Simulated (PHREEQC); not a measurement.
Solution (25 °C): 0.029 mol/kgw K2CO3, 0.13 mol/kgw K2SO4 and 3.8e-05 mol/kgw CuSO4. Closed to the air; pH follows from the charge balance.

Model: ion-association model, wateq4f.dat, run in PHREEQC.

Task: The ionic strength comes out as 0.399 mol/kgw. What activity coefficients do CO3-2, KSO4-, OH-, SO4-2, K+ get?

Result: CO3-2 0.25, KSO4- 0.70, OH- 0.65, SO4-2 0.22, K+ 0.66.

This is a speciation only: nothing precipitates in the calculation. The solution is supersaturated, for example in Cu(OH)2, Tenorite (slow to form), so a real one may precipitate; this is no full list. The database's constant for dissolved Cu(OH)2 is higher than later reviews accept.
